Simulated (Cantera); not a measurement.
Ignition delay

Mixture: H2 : O2 : N2 : NO = 1 : 0.893 : 3.36 : 0.006 (molar parts), at 1.01 bar, adiabatic and at constant volume. Ignition delay is the time to a rise of 400 K.

Detailed kinetics in Cantera: GRI-Mech 3.0 (53 species, 325 reactions). The mechanism lacks 2 NO + O2 → 2 NO2 and HONO, so NO2 and the effect of NO are under-described below about 1400 K. Where the delays flatten at high temperature, the 400 K rule measures the pace of heat release, not the induction time.

```csv
T0 (K),delay (ms)
975,0.287
1075,0.102
1175,0.0525
1275,0.0329
1375,0.0236
1475,0.0189
```
